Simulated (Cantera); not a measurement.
An isothermal, constant-pressure homogeneous reactor starts with NO : N2 = 1 : 2.8 (molar parts), at 1825 K and 79000 Pa. Integrator tolerance rtol = 1e-08.

Cantera simulation using GRI-Mech 3.0 (53 species, 325 reactions); the numbers are that mechanism's predictions, not measurements.

### Question
What does this change do: N2 2.8 to 0.72 parts?

### Answer
```tsv
quantity	before	after
x(NO) at 3.00 s	0.181 (gas-phase equilibrium 0.00374)	0.291 (gas-phase equilibrium 0.00503)
x(NO2) at 3.00 s	0.000172 (gas-phase equilibrium 6.21e-6)	0.000514 (gas-phase equilibrium 1.25e-5)
x(O) at 3.00 s	3.63e-5 (gas-phase equilibrium 6.26e-5)	6.73e-5 (gas-phase equilibrium 9.34e-5)
x(N2) at 3.00 s	0.778 (gas-phase equilibrium 0.867)	0.563 (gas-phase equilibrium 0.707)
x(N2O) at 3.00 s	1.37e-5 (gas-phase equilibrium 2.00e-7)	3.41e-5 (gas-phase equilibrium 2.43e-7)
x(O2) at 3.00 s	0.0406 (gas-phase equilibrium 0.130)	0.144 (gas-phase equilibrium 0.288)
```
